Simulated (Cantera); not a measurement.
Premixed flame

A freely propagating, adiabatic, planar premixed flame of H2 : O2 : N2 = 1 : 0.25 : 0.675 (molar parts), unburnt at 625 K and 45000 Pa; mixture-averaged transport, grid criteria slope 0.08 and curve 0.16, no radiation.

Detailed kinetics in Cantera: the H2/O2 subset of GRI-Mech 3.0, which has no nitrogen chemistry. Burning velocities carry a grid error of a few per cent, more on coarse grids.

| z (mm) | T (K) | u (m/s) | x H2 | x O2 | x HO2 | x OH | x O | x H2O2 |
|---|---|---|---|---|---|---|---|---|
| -3.64 | 625 | 10.7 | 0.519 | 0.130 | <1e-8 | <1e-8 | <1e-8 | <1e-8 |
| -2.43 | 625 | 10.7 | 0.519 | 0.130 | <1e-8 | <1e-8 | <1e-8 | <1e-8 |
| -1.82 | 625 | 10.7 | 0.519 | 0.130 | <1e-8 | <1e-8 | <1e-8 | <1e-8 |
| -1.21 | 625 | 10.7 | 0.519 | 0.130 | 8.55e-7 | <1e-8 | <1e-8 | <1e-8 |
| -0.607 | 639 | 10.9 | 0.517 | 0.130 | 0.000130 | 5.50e-5 | 1.30e-5 | 1.02e-6 |
| -0.303 | 810 | 13.5 | 0.486 | 0.125 | 8.53e-5 | 0.000487 | 0.000395 | 2.03e-6 |
| 0 | 1227 | 19.9 | 0.340 | 0.0734 | 3.48e-5 | 0.00323 | 0.00546 | 1.08e-6 |
| 0.303 | 1504 | 24.2 | 0.228 | 0.0113 | 5.36e-6 | 0.00579 | 0.00487 | 6.66e-7 |
| 0.607 | 1613 | 25.8 | 0.219 | 0.00268 | 1.22e-6 | 0.00662 | 0.00352 | 4.80e-7 |
| 1.21 | 1734 | 27.5 | 0.228 | 0.00164 | 6.92e-7 | 0.00770 | 0.00315 | 3.30e-7 |
| 2.43 | 1870 | 29.4 | 0.240 | 0.00130 | 5.15e-7 | 0.00850 | 0.00265 | 1.95e-7 |
| 4.85 | 2014 | 31.3 | 0.252 | 0.000926 | 3.62e-7 | 0.00869 | 0.00197 | 1.06e-7 |
| 9.71 | 2151 | 33.0 | 0.263 | 0.000580 | 2.44e-7 | 0.00809 | 0.00129 | 5.76e-8 |
x: mole fraction of selected species; z is measured from the peak of heat release.

The laminar burning velocity is 1070 cm/s, the thermal thickness comes out as 1.21 mm and the peak x(HO2) is 0.000134. The peak x(OH) is 0.00872. The peak x(O) is 0.00648. The peak x(H2O2) comes out as 2.30e-6.
